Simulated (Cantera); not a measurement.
Feed: 1 mol FeS2, 0.67 mol H2S, 0.034 mol O2, equilibrated at 1398 K and 1050 Torr.

These are equilibrium values from Cantera (NASA tables, ideal gas, pure condensed phases), not measurements of a reactor. Candidate condensed phases: Fe, FeO, Fe(OH)2, Fe(OH)3, FeS, FeSO4, FeS2, Fe2O3, Fe2(SO4)3, Fe3O4, H2O, H2SO4, S; 22 gas species. FeS: taken at fixed stoichiometry. Kinetics and transport are ignored.

Base state: S2 0.464, H2S 0.400, H2 0.0803, H2O 0.0532, SH 0.00203, S2O 0.000485, SO2 0.000240, SO 4.97e-5 (mole fractions); condensed: FeS(s).

Problem. What changes in the equilibrium state with this change: O2 from 0.034 to 0.081 mol?

Solution. 
| species | before | after |
|---|---|---|
| S2 | 0.464 | 0.477 |
| H2S | 0.400 | 0.332 |
| H2O | 0.0532 | 0.120 |
| H2 | 0.0803 | 0.0657 |
| SO2 | 0.000240 | 0.00186 |
| S2O | 0.000485 | 0.00137 |
| SO | 4.97e-5 | 0.000139 |
| SH | 0.00203 | 0.00186 |
| FeS(s), mol | 1.00 | 1.00 |
